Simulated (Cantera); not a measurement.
Source: NASA polynomial tables (part measured, part estimated), evaluated in Cantera. Values are per mole of reaction as written; species without (g) are pure solids or liquids, kept so even where they would boil at 1 bar.

2 MgCO3 ⇌ 2 CO2(g) + O2(g) + 2 Mg, with ΔH° = 1436.4 kJ and ΔS° = 566.1 J/K at 300 K.

How far is the shortcut ΔG° ≈ ΔH°(300 K) − T·ΔS°(300 K) from the full temperature-dependent value at 500, 550, 600, 650, 700, 750, 800, 850 K?


| T (K) | shortcut (kJ) | full (kJ) | difference (kJ) | difference in log10 K |
|---|---|---|---|---|
| 500 | 1153.4 | 1153.8 | -0.5 | 0.05 |
| 550 | 1125.1 | 1125.9 | -0.9 | 0.08 |
| 600 | 1096.8 | 1098.2 | -1.4 | 0.12 |
| 650 | 1068.5 | 1070.5 | -2.1 | 0.17 |
| 700 | 1040.2 | 1043.0 | -2.9 | 0.22 |
| 750 | 1011.8 | 1015.7 | -3.9 | 0.27 |
| 800 | 983.5 | 988.5 | -5.0 | 0.32 |
| 850 | 955.2 | 961.5 | -6.2 | 0.38 |
The shortcut ignores the heat-capacity change of the reaction.
